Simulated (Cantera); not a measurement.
Feed: 1 mol MgO, 0.11 mol H2S, 0.81 mol O2, held at 1250 °C and 1.40 bar.

Cantera equilibrium calculation (NASA polynomials, part measured and part estimated; ideal gas, pure solids and liquids). Candidate condensed phases: H2O, H2SO4, Mg, MgO, Mg(OH)2, MgS, MgSO4, S; 26 gas species. Equilibrium is a limit: real reactors are often held back by kinetics, nucleation or transport.

Base state: O2 0.745, H2O 0.127, SO2 0.123, SO3 0.00419, OH 0.000136 (mole fractions); condensed: MgO(s).

Question: What changes in the equilibrium state with this change: H2S from 0.11 to 2.3 mol?

Answer: 
```json
[
 {"species": "H2O", "before": "0.127", "after": "0.448"},
 {"species": "S2", "before": "<1e-9", "after": "0.252"},
 {"species": "H2S", "before": "<1e-9", "after": "0.176"},
 {"species": "O2", "before": "0.745", "after": "<1e-9"},
 {"species": "H2", "before": "3.20e-7", "after": "0.0910"},
 {"species": "SO2", "before": "0.123", "after": "0.0261"},
 {"species": "S2O", "before": "<1e-9", "after": "0.00311"},
 {"species": "SH", "before": "<1e-9", "after": "0.00269"},
 {"species": "SO3", "before": "0.00419", "after": "1.10e-8"},
 {"species": "S", "before": "<1e-9", "after": "2.25e-5"},
 {"species": "MgO(s), mol", "before": "1.00", "after": "1.00"}
]
```
